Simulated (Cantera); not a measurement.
Feed: 1 mol MgO, 0.88 mol SO₃, 40 mol N₂, at 1.00 bar.

Cantera equilibrium calculation (NASA polynomials, part measured and part estimated; ideal gas, pure solids and liquids). Candidate condensed phases: Mg, MgO, MgS, MgSO₄, S; 22 gas species. Mutual solubility and eutectic melting of coexisting phases are not modelled. Kinetics and transport are ignored.

log p: log10 of the partial pressure in bar; n: condensed amount in mol.

| T (°C) | log p N₂ | log p SO₂ | log p O₂ | log p SO₃ | log p NO | log p O | n MgO(s) | n MgSO₄(s) |
|---|---|---|---|---|---|---|---|---|
| 727 | 0.00 | -3.60 | -3.90 | -5.29 | -6.06 | … | 0.130 | 0.870 |
| 777 | 0.00 | -2.98 | -3.28 | -4.60 | -5.53 | … | 0.163 | 0.837 |
| 827 | 0.00 | -2.42 | -2.72 | -3.98 | -5.04 | … | 0.279 | 0.721 |
| 877 | -0.01 | -1.90 | -2.21 | -3.41 | -4.60 | … | 0.643 | 0.357 |
| 927 | -0.01 | -1.68 | -1.98 | -3.27 | -4.32 | … | 1.00 | 0 |
| 977 | -0.01 | -1.68 | -1.98 | -3.43 | -4.16 | … | 1.00 | 0 |
| 1027 | -0.01 | -1.68 | -1.98 | -3.58 | -4.01 | … | 1.00 | 0 |
| 1077 | -0.01 | -1.68 | -1.98 | -3.72 | -3.87 | … | 1.00 | 0 |
| 1127 | -0.01 | -1.67 | -1.98 | -3.85 | -3.75 | … | 1.00 | 0 |
| 1177 | -0.01 | -1.67 | -1.98 | -3.98 | -3.63 | … | 1.00 | 0 |
| 1227 | -0.01 | -1.67 | -1.98 | -4.09 | -3.52 | … | 1.00 | 0 |
| 1277 | -0.01 | -1.67 | -1.98 | -4.20 | -3.42 | … | 1.00 | 0 |
| 1327 | -0.01 | -1.67 | -1.98 | -4.30 | -3.32 | … | 1.00 | 0 |

Q: Complete the blanks.

A: 
- 727, log p O: -11.75
- 777, log p O: -10.81
- 827, log p O: -9.96
- 877, log p O: -9.18
- 927, log p O: -8.59
- 977, log p O: -8.15
- 1027, log p O: -7.74
- 1077, log p O: -7.36
- 1127, log p O: -7.01
- 1177, log p O: -6.69
- 1227, log p O: -6.38
- 1277, log p O: -6.10
- 1327, log p O: -5.83
